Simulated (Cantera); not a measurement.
**Gas activation for diamond growth**

A perfectly stirred reactor is fed with CH₄ : H₂ : CO₂ = 0.026 : 1 : 0.017 (molar parts), at 20.0 Torr; it is held at 2675 K, and followed from long to short residence time.

Detailed kinetics in Cantera: GRI-Mech 3.0 (53 species, 325 reactions). Radical loss at walls, strong at low pressure, is not modelled.

```csv
τ (s),x CH₄,x H₂,x CO₂,x CH₂CO,x O
1.7,2.24e-6,0.716,2.59e-7,1.19e-9,1.68e-7
0.62,4.77e-6,0.737,8.02e-7,3.54e-9,4.43e-7
0.23,1.52e-5,0.783,2.90e-6,1.42e-8,1.10e-6
0.088,7.07e-5,0.844,1.26e-5,7.50e-8,2.32e-6
0.033,0.000290,0.884,5.11e-5,3.33e-7,3.65e-6
0.012,0.000866,0.904,0.000172,9.32e-7,4.27e-6
0.0047,0.00202,0.913,0.000503,1.53e-6,3.92e-6
0.0018,0.00443,0.920,0.00149,1.61e-6,2.89e-6
0.00066,0.00906,0.926,0.00424,1.01e-6,1.61e-6
0.00025,0.0153,0.936,0.00936,3.19e-7,5.68e-7
```
x: mole fraction; the columns are a selection and need not sum to one.
